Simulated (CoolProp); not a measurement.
Vapour-liquid equilibrium of m-xylene (1) + n-nonane (2) at 282.1 K; x and y are mole fractions of (1).

Computed with CoolProp (multi-fluid Helmholtz-energy mixture model, Zhou 2012 and Lemmon 2006; pair parameters Bell 2016).

Problem. Give the bubble pressure and the first vapour's composition at x = 0.15, 0.35, 0.65. Is there an azeotrope?

Solution. x = 0.15: 0.002648 bar, y = 0.361; x = 0.35: 0.003255 bar, y = 0.579; x = 0.65: 0.003804 bar, y = 0.767. No azeotrope shows between x = 0.05 and 0.95.

The pair parameters rest on a limited set of measurements; away from them the model extrapolates.
